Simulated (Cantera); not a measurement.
# Chemical vapour transport: Fe₃O₄ + HCl

Charge: 1 mol Fe₃O₄, 0.26 mol HCl, held at 42.0 mbar.

These are equilibrium values from Cantera (NASA tables, ideal gas, pure condensed phases), not measurements of a reactor. Candidate condensed phases: Fe, FeCl₂, FeCl₃, FeO, Fe(OH)₂, Fe(OH)₃, Fe₂O₃, Fe₃O₄, H₂O; 22 gas species. Mutual solubility and eutectic melting of coexisting phases are not modelled. Condensed phases not in the tables: FeOCl. Rates play no part.

At 823 K the condensed part is FeCl₂(s) + Fe₂O₃(s) + Fe₃O₄(s). From 873 K to 1173 K the condensed part is Fe₂O₃(s) + Fe₃O₄(s). The main Fe-bearing gas is FeCl₂ throughout.

```json
[
 {"T (K)": "823", "x HCl": "0.949", "x H₂O": "0.0430", "x FeCl₂": "0.00496", "x FeCl₃": "0.00295", "x Fe₂Cl₄": "0.000486", "x Cl₂": "3.49e-7", "x Cl": "4.53e-8", "n FeCl₂(s)": "0.00817", "n Fe₂O₃(s)": "0.00929", "n Fe₃O₄(s)": "0.990"},
 {"T (K)": "873", "x HCl": "0.947", "x H₂O": "0.0295", "x FeCl₂": "0.0140", "x FeCl₃": "0.00863", "x Fe₂Cl₄": "0.00116", "x Cl₂": "2.39e-6", "x Cl": "3.34e-7", "n FeCl₂(s)": "0", "n Fe₂O₃(s)": "0.00309", "n Fe₃O₄(s)": "0.996"},
 {"T (K)": "923", "x HCl": "0.934", "x H₂O": "0.0360", "x FeCl₂": "0.0200", "x FeCl₃": "0.00956", "x Fe₂Cl₄": "0.000806", "x Cl₂": "7.51e-6", "x Cl": "1.49e-6", "n FeCl₂(s)": "0", "n Fe₂O₃(s)": "0.00434", "n Fe₃O₄(s)": "0.994"},
 {"T (K)": "973", "x HCl": "0.919", "x H₂O": "0.0434", "x FeCl₂": "0.0270", "x FeCl₃": "0.0102", "x Fe₂Cl₄": "0.000562", "x Cl₂": "2.05e-5", "x Cl": "5.67e-6", "n FeCl₂(s)": "0", "n Fe₂O₃(s)": "0.00593", "n Fe₃O₄(s)": "0.993"},
 {"T (K)": "1023", "x HCl": "0.903", "x H₂O": "0.0515", "x FeCl₂": "0.0349", "x FeCl₃": "0.0105", "x Fe₂Cl₄": "0.000396", "x Cl₂": "4.97e-5", "x Cl": "1.87e-5", "n FeCl₂(s)": "0", "n Fe₂O₃(s)": "0.00782", "n Fe₃O₄(s)": "0.991"},
 {"T (K)": "1073", "x HCl": "0.885", "x H₂O": "0.0602", "x FeCl₂": "0.0436", "x FeCl₃": "0.0106", "x Fe₂Cl₄": "0.000283", "x Cl₂": "0.000109", "x Cl": "5.48e-5", "n FeCl₂(s)": "0", "n Fe₂O₃(s)": "0.00994", "n Fe₃O₄(s)": "0.989"},
 {"T (K)": "1123", "x HCl": "0.867", "x H₂O": "0.0694", "x FeCl₂": "0.0529", "x FeCl₃": "0.0106", "x Fe₂Cl₄": "0.000205", "x Cl₂": "0.000220", "x Cl": "0.000145", "n FeCl₂(s)": "0", "n Fe₂O₃(s)": "0.0122", "n Fe₃O₄(s)": "0.986"},
 {"T (K)": "1173", "x HCl": "0.847", "x H₂O": "0.0790", "x FeCl₂": "0.0625", "x FeCl₃": "0.0104", "x Fe₂Cl₄": "0.000150", "x Cl₂": "0.000415", "x Cl": "0.000352", "n FeCl₂(s)": "0", "n Fe₂O₃(s)": "0.0145", "n Fe₃O₄(s)": "0.984"}
]
```
x: gas mole fraction; n: condensed amount in mol.
